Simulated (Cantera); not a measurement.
An adiabatic, constant-pressure homogeneous reactor starts with CH₄ : C₂H₆ : O₂ : N₂ = 1 : 0.092 : 6.83 : 25.7 (molar parts), at 1448 K and 9.87 atm. Integrator tolerance rtol = 1e-08.

Model: GRI-Mech 3.0 (53 species, 325 reactions), integrated in Cantera.

**Question.** What does this change do: C2H6 0.092 to 0.16 parts?

**Answer.** 
```
quantity                                                            before                                    after
---------------------------------  ---------------------------------------  ---------------------------------------
time of steepest temperature rise                                  82.1 µs                                  60.5 µs
temperature at 5.00 s                                               2156 K                                   2219 K
equilibrium temperature                                             2156 K                                   2219 K
x(CH₄) at 5.00 s                     <1e-12 (gas-phase equilibrium <1e-12)    <1e-12 (gas-phase equilibrium <1e-12)
x(C₂H₆) at 5.00 s                    <1e-12 (gas-phase equilibrium <1e-12)    <1e-12 (gas-phase equilibrium <1e-12)
x(O₂) at 5.00 s                        0.129 (gas-phase equilibrium 0.129)      0.121 (gas-phase equilibrium 0.121)
x(NO) at 5.00 s                    0.00880 (gas-phase equilibrium 0.00880)  0.00983 (gas-phase equilibrium 0.00983)
x(CH₂) at 5.00 s                     <1e-12 (gas-phase equilibrium <1e-12)    <1e-12 (gas-phase equilibrium <1e-12)
```

**Question.** What does this change do: C2H6 0.092 to 0.15 parts?

**Answer.** 
```json
[
 {"quantity": "time of steepest temperature rise", "before": "82.1 µs", "after": "62.6 µs"},
 {"quantity": "temperature at 5.00 s", "before": "2156 K", "after": "2210 K"},
 {"quantity": "equilibrium temperature", "before": "2156 K", "after": "2210 K"},
 {"quantity": "x(CH₄) at 5.00 s", "before": "<1e-12 (gas-phase equilibrium <1e-12)", "after": "<1e-12 (gas-phase equilibrium <1e-12)"},
 {"quantity": "x(C₂H₆) at 5.00 s", "before": "<1e-12 (gas-phase equilibrium <1e-12)", "after": "<1e-12 (gas-phase equilibrium <1e-12)"},
 {"quantity": "x(O₂) at 5.00 s", "before": "0.129 (gas-phase equilibrium 0.129)", "after": "0.122 (gas-phase equilibrium 0.122)"},
 {"quantity": "x(NO) at 5.00 s", "before": "0.00880 (gas-phase equilibrium 0.00880)", "after": "0.00968 (gas-phase equilibrium 0.00968)"},
 {"quantity": "x(CH₂) at 5.00 s", "before": "<1e-12 (gas-phase equilibrium <1e-12)", "after": "<1e-12 (gas-phase equilibrium <1e-12)"}
]
```
